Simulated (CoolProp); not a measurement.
The fluid at 298.15 K and 0.00509 MPa expands adiabatically to 0.00119 MPa with isentropic efficiency 0.9. The same conditions are run with several fluids, on thermodynamics alone (safety and materials aside).

The numbers come from the reference Helmholtz-energy equation of state of each fluid (methanol: de Reuck 1993; chlorine: Thol 2021; isohexane: Lemmon 2006; R227EA: Lemmon 2016; R113: Marx 1992) in CoolProp.

### Question
Rank methanol, chlorine, isohexane, R227EA, R113 by work (kJ/kg), highest first.

### Answer
methanol (90.3), chlorine (38.3), isohexane (35.9), R227EA (18.2), R113 (16.4)

```tsv
fluid	final temperature (K)	final phase	final density (kg/m³)
methanol	255.1	two-phase, vapour fraction 0.977	0.0185
chlorine	216.0	gas	0.0470
isohexane	275.5	gas	0.0448
R227EA	274.7	gas	0.0886
R113	272.1	gas	0.0986
```
